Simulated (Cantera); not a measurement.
Cantera with NASA thermochemical tables; ideal gases at 1 bar, condensed phases pure. Values are per mole of reaction as written; species without (g) are pure solids or liquids, kept so even where they would boil at 1 bar.

2 H(g) + SrO = H₂O(g) + Sr

```csv
T (K),ΔH° (kJ),ΔS° (J/K),ΔG° (kJ),log10 K
1475,-105.0,-73.0,2.6,-0.09
1525,-105.8,-73.5,6.3,-0.22
1575,-106.7,-74.1,10.0,-0.33
1625,…,…,…,…
1675,-108.3,-75.1,17.5,-0.54
1725,…,…,…,…
1775,…,…,…,…
1825,-110.8,-76.5,28.8,-0.83
```

Q: Complete the blanks.

A: 
- 1625, ΔH° (kJ): -107.5
- 1625, ΔS° (J/K): -74.6
- 1625, ΔG° (kJ): 13.7
- 1625, log10 K: -0.44
- 1725, ΔH° (kJ): -109.2
- 1725, ΔS° (J/K): -75.6
- 1725, ΔG° (kJ): 21.2
- 1725, log10 K: -0.64
- 1775, ΔH° (kJ): -110.0
- 1775, ΔS° (J/K): -76.1
- 1775, ΔG° (kJ): 25.0
- 1775, log10 K: -0.74
